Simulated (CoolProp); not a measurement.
Values from CoolProp's reference Helmholtz-energy equation of state, de Reuck 1993.

Task: For methanol, give the phase and the cv (kJ/(kg K)), speed of sound (m/s), viscosity (µPa s) at 211.6 K and 1.01 bar; 232.1 K and 1.01 bar; 437 K and 1.01 bar.

Result: 
- 211.6 K and 1.01 bar: liquid; cv 1.78, speed of sound 1420, viscosity 3100
- 232.1 K and 1.01 bar: liquid; cv 1.83, speed of sound 1340, viscosity 1820
- 437 K and 1.01 bar: gas; cv 1.47, speed of sound 364, viscosity 14.2

Viscosity comes from a separate model (Xiang 2006).
